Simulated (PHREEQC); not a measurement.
Solution (29 °C): 0.05 mol (CH3)4NCl, 0.00042 mol NaOH and 0.054 mol FeSO4 per kg of water. Closed to the air; pH follows from the charge balance.

Model: ion-association model, phreeqc.dat, run in PHREEQC.

**Question.** The ionic strength comes out as 0.183 mol/kgw. What activity coefficients do NaSO4-, Na+, Fe+2, FeOH+, FeCl+ get?

**Answer.** NaSO4- 0.75, Na+ 0.75, Fe+2 0.33, FeOH+ 0.74, FeCl+ 0.75.

No solid was allowed to form. (CH3)4N+ isn't in the database: it is added as a free cation with an ion size of 4 Å.
